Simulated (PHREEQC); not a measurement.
Solution (25 °C): 63 mmol/kgw SrCl2 and 0.4 mmol/kgw H4SiO4. It is in equilibrium with CO2 at log p = -3.4 (atm). Otherwise closed; pH follows from the charge balance.

The numbers come from PHREEQC with the Pitzer model, pitzer.dat.

### Question
The ionic strength comes out as 0.189 mol/kgw. What activity coefficients do H+, HCO3-, Sr+2, Cl- get?

### Answer
H+ 0.77, HCO3- 0.63, Sr+2 0.33, Cl- 0.72. Single-ion values are on the MacInnes scale.

No solid was allowed to form.
